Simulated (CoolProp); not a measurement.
Vapour-liquid equilibrium of n-decane (1) + n-dodecane (2) at 431.6 K; x and y are mole fractions of (1).

Model: multi-fluid Helmholtz-energy mixture model, Lemmon 2006 and Lemmon 2004; pair parameters Bell 2016, in CoolProp.

| x | bubble pressure (kPa) | y at the bubble point | dew pressure at overall composition x (kPa) | liquid density (mol/L) |
|---|---|---|---|---|
| 0.05 | 22.41 | 0.141 | 20.95 | 3.806 |
| 0.15 | 26.92 | 0.358 | 22.57 | 3.856 |
| 0.25 | 31.55 | 0.515 | 24.47 | 3.907 |
| 0.35 | 36.26 | 0.633 | 26.73 | 3.960 |
| 0.45 | 40.99 | 0.724 | 29.46 | 4.014 |
| 0.55 | 45.71 | 0.797 | 32.81 | 4.070 |
| 0.65 | 50.42 | 0.856 | 37.05 | 4.127 |
| 0.75 | 55.10 | 0.905 | 42.55 | 4.186 |
| 0.85 | 59.78 | 0.947 | 49.94 | 4.248 |
| 0.95 | 64.47 | 0.983 | 60.20 | 4.311 |

No azeotrope shows between x = 0.05 and 0.95.

Pair parameters are fitted to limited data, so mixtures are less certain than the pure fluids.
